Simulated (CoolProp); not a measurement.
Saturation properties of p-xylene.

Model: reference Helmholtz-energy equation of state, Zhou 2012, in CoolProp.

```tsv
T (K)	p (MPa)	liquid cp (kJ/(kg K))	vapour Z
316.4	0.003129	1.777	0.9962
328.1	0.005472	1.816	0.9942
339.8	___	1.856	___
351.5	0.01467	1.897	0.9879
363.2	0.02270	1.938	0.9834
374.9	0.03402	1.980	0.9779
386.6	___	2.022	0.9712
398.3	0.07028	2.064	0.9633
410	0.09740	2.108	0.9541
421.7	0.1322	2.152	0.9435
433.4	___	2.197	0.9314
445.1	0.2303	2.243	0.9177
456.8	0.2967	2.290	0.9023
468.5	0.3770	2.339	0.8851
```

### Question
What belongs in the gaps?

### Answer

- 339.8, p (MPa): 0.009143
- 339.8, vapour Z: 0.9915
- 386.6, p (MPa): 0.04954
- 433.4, p (MPa): 0.1760

It boils at 411.5 K under 1 atm.
